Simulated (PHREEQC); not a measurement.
# Metal-bearing waste water: speciation

Solution (37 °C): 0.0062 mol Pb(NO3)2 per kg of water. Closed to the air; pH follows from the charge balance.

Computed with PHREEQC (ion-association model, wateq4f.dat).

```json
{
 "pH": "5.05",
 "ionic_strength": "0.0175 mol/kgw"
}
```

| species | molality | activity | log γ |
|---|---|---|---|
| NO3- | 0.0118 | 0.0103 | -0.061 |
| Pb+2 | 0.00562 | 0.00329 | -0.232 |
| PbNO3+ | 0.000572 | 0.000500 | -0.058 |
| H+ | 9.99e-6 | 8.92e-6 | -0.049 |
| PbOH+ | 8.22e-6 | 7.19e-6 | -0.058 |
| Pb2OH+3 | 1.77e-6 | 5.30e-7 | -0.523 |
| OH- | 3.02e-9 | 2.64e-9 | -0.060 |

Precipitation was switched off in this run. Species that the database lacks are ignored. At this temperature some constants are extrapolated from 25 °C, and those without enthalpy data are left unchanged.
